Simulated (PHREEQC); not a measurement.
Make-up at 25 °C: 0.028 mol CaCl2 per kg of water. Closed to the air; pH follows from the charge balance.

Model: ion-association model, phreeqc.dat, run in PHREEQC.

```yaml
ionic_strength: 0.0840 mol/kgw
specific_conductance: 5970 µS/cm
density: 1.000 g/cm³
```

```csv
species,molality,activity,log γ
Cl-,0.0560,0.0436,-0.108
Ca+2,0.0280,0.0115,-0.387
H+,1.36e-7,1.13e-7,-0.080
OH-,1.15e-7,8.91e-8,-0.111
CaOH+,2.12e-8,1.68e-8,-0.102
```

Precipitation was switched off in this run. Species that the database lacks are ignored.
